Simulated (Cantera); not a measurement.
## Thermodynamics of calcination and drying, feed CsOH + H₂

Charge: 1 mol CsOH, 1.8 mol H₂, held at 7.50 Torr.

Equilibrium computed with Cantera from the NASA thermochemical tables; the gas is ideal and each condensed phase is pure. Candidate condensed phases: Cs, CsOH, H₂O; 15 gas species. Kinetics and transport are ignored.

From 1350 K to 2150 K nothing is condensed. The main Cs-bearing gas is CsOH at 1350 K and Cs at 2150 K.

| T (K) | x H₂ | x Cs | x H₂O | x CsOH | x H | x OH | x O | x O₂ |
|---|---|---|---|---|---|---|---|---|
| 1350 | 0.515 | 0.155 | 0.155 | 0.174 | 1.71e-5 | 8.36e-8 | 2.59e-12 | <1e-12 |
| 1450 | 0.494 | 0.181 | 0.181 | 0.144 | 6.65e-5 | 5.83e-7 | 6.96e-11 | 1.20e-11 |
| 1550 | 0.476 | 0.203 | 0.203 | 0.118 | 0.000217 | 3.11e-6 | 1.21e-9 | 2.37e-10 |
| 1650 | 0.461 | 0.221 | 0.221 | 0.0964 | 0.000617 | 1.34e-5 | 1.46e-8 | 3.17e-9 |
| 1750 | 0.448 | 0.236 | 0.236 | 0.0789 | 0.00156 | 4.81e-5 | 1.31e-7 | 3.09e-8 |
| 1850 | 0.437 | 0.248 | 0.247 | 0.0648 | 0.00356 | 0.000149 | 9.26e-7 | 2.31e-7 |
| 1950 | 0.426 | 0.256 | 0.256 | 0.0535 | 0.00748 | 0.000408 | 5.31e-6 | 1.38e-6 |
| 2050 | 0.415 | 0.263 | 0.262 | 0.0445 | 0.0146 | 0.00101 | 2.56e-5 | 6.93e-6 |
| 2150 | 0.402 | 0.267 | 0.265 | 0.0372 | 0.0267 | 0.00227 | 0.000107 | 2.97e-5 |
x: gas mole fraction; nothing condenses.
